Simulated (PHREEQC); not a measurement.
A column of 0.2 m (30 cells, dispersivity 0.016 m, 3600 s a shift, diffusion coefficient 3e-10 m²/s) holds 0.0025 eq of the database's cation exchanger X per kg of pore water, first in equilibrium with 0.0065 mol KCl, 0.00082 mol MnCl2, 0.0073 mol Na2SO4 and 1e-05 mol HCl per kg of water. It is flushed with 0.39 mmol/kgw CuCl2, 5.7 mmol/kgw LiCl and 0.01 mmol/kgw HCl, at 40 °C. Values are for the last cell. CO2 from the air is kept out. No solid was allowed to form.

Equilibrium calculation in PHREEQC: ion-association model, phreeqc.dat.

Q: Predict Li in solution (mol/kgw) at pore volumes = 0.1167, 0.9167, 1.817, 1.917, 2.917.

A: 
```tsv
pore volumes	Li in solution (mol/kgw)
0.1167	0
0.9167	0.00245
1.817	0.00536
1.917	0.00549
2.917	0.00574
```

Species that the database lacks are ignored. At this temperature some constants are extrapolated from 25 °C, and those without enthalpy data are left unchanged.
